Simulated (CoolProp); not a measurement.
Aqueous ethanol as a coolant, 59 % by mass, freezing at -44.1 °C, 1 atm.

Values from CoolProp's Melinder's fits for secondary coolants.

```tsv
T (°C)	density (kg/m³)	viscosity (mPa s)	Prandtl number	cp (kJ/(kg K))
-35.3	938.2	41.2	424	2.836
-30.1	933.9	[?]	303	2.923
-24.9	929.7	20.4	222	[?]
-19.8	[?]	15.1	168	3.088
-14.6	921.3	11.3	129	3.167
-9.4	917.1	8.72	102	3.242
-4.2	912.9	6.84	81.3	3.313
1	908.7	5.47	66.1	3.381
6.2	904.5	4.44	54.6	3.443
11.4	900.3	3.65	45.5	3.502
16.5	896.2	3.05	38.5	3.554
21.7	891.9	2.56	32.7	3.602
26.9	887.6	2.16	27.9	3.644
32.1	883.3	1.83	23.8	3.680
```

### Question
What belongs in the gaps?

### Answer

- -30.1, viscosity (mPa s): 28.6
- -24.9, cp (kJ/(kg K)): 3.008
- -19.8, density (kg/m³): 925.5
